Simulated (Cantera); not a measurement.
A closed system holds: 1 mol AlN, a varied amount of H2O, 33 mol N2, held at 1200 °C and 28.0 mbar.

Cantera equilibrium calculation (NASA polynomials, part measured and part estimated; ideal gas, pure solids and liquids). Candidate condensed phases: Al, AlN, Al2O3, H2O; 35 gas species. Mutual solubility and eutectic melting of coexisting phases are not modelled. Rates play no part.

### Question
At 0.88 mol H2O, list the 3 most abundant gas species with their mole fractions, and the condensed phases.

### Answer
N2 0.974, H2 0.0257, H 1.21e-5. Condensed: AlN(s) + Al2O3(s).
